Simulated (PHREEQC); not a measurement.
Model water analysis in mmol/kgw, 70 °C, pH 6.78, pe 2.1:

```
constituent           mmol/kgw
--------------------  --------
Na                         311
K                        0.234
Ca                         127
Mg                          35
Cl                         593
S(6)                      27.2
Alkalinity (meq/kgw)     0.186
Mn(2)                     1.02
```

Valence states are taken as typed.

Model: ion-association model, wateq4f.dat, run in PHREEQC.

Problem. The ionic strength comes out as 0.767 mol/kgw. What activity coefficients do K+, MnCl3-, Na+, NaSO4-, SO4-2 get?

Solution. K+ 0.59, MnCl3- 0.63, Na+ 0.68, NaSO4- 0.65, SO4-2 0.15.

No solid was allowed to form. Saturation is exceeded, for instance for Gypsum; the values hold only as long as no solid forms. The ionic strength is past about 0.7 mol/kgw, beyond the range of this activity model, so the values are rough. Species that the database lacks are ignored. Constants without temperature data keep their 25 °C values here.
